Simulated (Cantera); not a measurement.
An adiabatic, constant-pressure homogeneous reactor starts with 9.70 % CO, 1.55 % H2, 7.40 % O2, 81.4 % N2, equivalence ratio 0.76, at 1423 K and 1.09 atm.

Computed with Cantera and GRI-Mech 3.0 (53 species, 325 reactions).

Predict: time of steepest temperature rise; temperature at 0.700 s; equilibrium temperature; x(CO) at 0.700 s; x(H2) at 0.700 s; x(O2) at 0.700 s; x(H) at 0.700 s; x(NO) at 0.700 s; x(OH) at 0.700 s.

time of steepest temperature rise: 73.1 µs
temperature at 0.700 s: 2228 K
equilibrium temperature: 2227 K
x(CO) at 0.700 s: 0.00496 (gas-phase equilibrium 0.00496)
x(H2) at 0.700 s: 0.000148 (gas-phase equilibrium 0.000148)
x(O2) at 0.700 s: 0.0187 (gas-phase equilibrium 0.0187)
x(H) at 0.700 s: 7.67e-5 (gas-phase equilibrium 7.67e-5)
x(NO) at 0.700 s: 0.00413 (gas-phase equilibrium 0.00420)
x(OH) at 0.700 s: 0.00118 (gas-phase equilibrium 0.00117)
